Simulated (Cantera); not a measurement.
## Ignition delay

Mixture: 1.89 % C3H8, 20.6 % O2, 77.5 % N2, at 5.00 bar, adiabatic and at constant pressure. Ignition delay is the time to a rise of 400 K.

Cantera simulation using GRI-Mech 3.0 (53 species, 325 reactions); the numbers are that mechanism's predictions, not measurements. GRI-Mech 3.0 was tuned for natural gas; its chemistry of propane as a main component is partial and can be far from experiment.

```tsv
T0 (K)	delay (ms)
1198	2.45
1248	0.982
1298	0.418
1348	0.192
1398	0.0952
1448	0.0512
1498	0.0297
1548	0.0185
```

apparent activation energy between 1448 and 1548 K: 190 kJ/mol
